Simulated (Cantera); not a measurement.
A freely propagating, adiabatic, planar premixed flame of 9.65 % CH4, 0.453 % C2H6, 24.3 % O2, 65.6 % N2, equivalence ratio 0.86, unburnt at 323 K and 0.170 bar; mixture-averaged transport, grid criteria slope 0.08 and curve 0.16, no radiation.

Detailed kinetics in Cantera: GRI-Mech 3.0 (53 species, 325 reactions). Burning velocities carry a grid error of a few per cent, more on coarse grids.

Problem. Predict: laminar burning velocity; thermal thickness; peak x(CH3); peak x(CH2CO).

Solution. 
```json
{
 "laminar_burning_velocity": "93.1 cm/s",
 "thermal_thickness": "1.41 mm",
 "peak x(CH3)": "0.00334",
 "peak x(CH2CO)": "0.000109"
}
```
